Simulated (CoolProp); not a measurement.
Saturation properties of normal hydrogen.

Computed with CoolProp (reference Helmholtz-energy equation of state, Leachman 2009).

```csv
T (K),p (MPa),liquid density (kg/m³),vapour density (kg/m³),enthalpy of vaporisation (kJ/kg),liquid cp (kJ/(kg K)),vapour viscosity (µPa s)
22.9,0.1995,67.73,2.477,432.0,11.41,1.14
24.1,0.2639,66.05,3.224,420.1,12.41,1.22
25.3,0.3418,64.23,4.140,405.1,13.63,1.29
26.5,0.4345,62.21,5.264,386.5,15.19,1.38
27.7,0.5436,59.95,6.651,363.4,17.31,1.48
28.9,0.6706,57.36,8.394,334.5,20.47,1.59
30.1,0.8174,54.25,10.66,297.4,25.89,1.73
31.3,0.9860,50.26,13.82,246.9,38.08,1.92
32.4,1.162,44.66,18.62,173.6,85.59,2.21
```

It boils at 20.4 K under 1 atm.

Viscosity comes from a separate model (Muzny 2013).
